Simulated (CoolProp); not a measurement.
Isohexane along the isobar 5670 kPa: fugacity coefficient from the reference equation and from simpler models built on Tc = 497.7 K, pc = 3043 kPa, ω = 0.280; each cubic takes its own stable root.

Computed with CoolProp (reference Helmholtz-energy equation of state, Lemmon 2006). It is a short technical equation, of lower accuracy than the large ones.

```tsv
T (K)	phase	reference
291.4	liquid	0.004992
316.5	liquid	0.01307
341.7	liquid	0.02878
366.8	liquid	0.05506
392	liquid	0.09462
417.1	liquid	0.1485
442.2	liquid	0.2165
467.4	liquid	0.2971
492.5	liquid	0.3858
```

**Question.** How far does each simpler model (van der Waals, Redlich-Kwong, Peng-Robinson) lie from the reference over these 9 states: mean and median of the absolute difference, and the worst?

**Answer.** 
- van der Waals: mean 286.3 %, median 132.9 %, worst +1110.1 % at 291.4 K and 5670 kPa
- Redlich-Kwong: mean 51.8 %, median 39.9 %, worst +132.6 % at 291.4 K and 5670 kPa
- Peng-Robinson: mean 0.3 %, median 0.3 %, worst -0.6 % at 341.7 K and 5670 kPa
